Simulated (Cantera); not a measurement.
Input: 1 mol Al, 2.9 mol Cl₂, 0.74 mol H₂, at 32000 Pa.

Method: chemical equilibrium by Gibbs-energy minimisation in Cantera with the NASA 1993 tables (ideal gas, pure condensed phases). Candidate condensed phases: Al, AlCl₃; 12 gas species. Rates play no part.

x: gas mole fraction; nothing condenses.

```tsv
T (°C)	x HCl	x AlCl₃	x Cl₂	x Al₂Cl₆	x Cl
350	0.552	0.0309	0.246	0.171	4.25e-8
450	0.525	0.126	0.234	0.114	1.11e-6
550	0.491	…	0.219	…	…
650	0.476	0.303	0.212	0.00932	9.10e-5
750	0.472	0.315	0.210	…	…
850	0.471	0.317	0.209	0.000712	0.00162
950	0.470	0.317	0.207	0.000267	0.00482
1050	0.469	0.316	0.203	0.000117	0.0121
```

Question: Fill in the missing entries.

Answer: 
- 550, x AlCl₃: 0.250
- 550, x Al₂Cl₆: 0.0407
- 550, x Cl: 1.30e-5
- 750, x Al₂Cl₆: 0.00231
- 750, x Cl: 0.000441
